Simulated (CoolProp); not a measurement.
Properties of hydrogen chloride along the isotherm 624.5 K.

Model: reference Helmholtz-energy equation of state, Thol 2018, in CoolProp.

| p (bar) | phase | Z | cp (kJ/(kg K)) | isothermal compressibility (1/MPa) | expansivity (1/kK) |
|---|---|---|---|---|---|
| 1.31 | gas | 0.9994 | 0.8148 | 7.638 | 1.606 |
| 2.22 | gas | 0.9989 | 0.8156 | 4.509 | 1.609 |
| 3.74 | gas | 0.9982 | 0.8169 | 2.679 | 1.614 |
| 6.32 | gas | 0.9970 | 0.8192 | 1.587 | 1.623 |
| 10.7 | gas | 0.9950 | ___ | 0.9392 | 1.638 |
| 18 | gas | 0.9916 | 0.8297 | 0.5601 | 1.663 |
| 30.4 | gas | 0.9862 | 0.8409 | 0.3333 | 1.705 |
| 51.2 | gas | 0.9778 | 0.8598 | 0.1993 | 1.774 |
| 86.5 | supercritical | ___ | ___ | ___ | 1.883 |
| 146 | supercritical | 0.9495 | 0.9443 | 0.07072 | 2.043 |
| 246 | supercritical | 0.9367 | ___ | 0.04119 | 2.233 |
| 416 | supercritical | 0.9461 | 1.134 | 0.02245 | 2.348 |

Question: What belongs in the gaps?

Answer: 
- 10.7, cp (kJ/(kg K)): 0.8232
- 86.5, Z: 0.9653
- 86.5, cp (kJ/(kg K)): 0.8918
- 86.5, isothermal compressibility (1/MPa): 0.1189
- 246, cp (kJ/(kg K)): 1.025
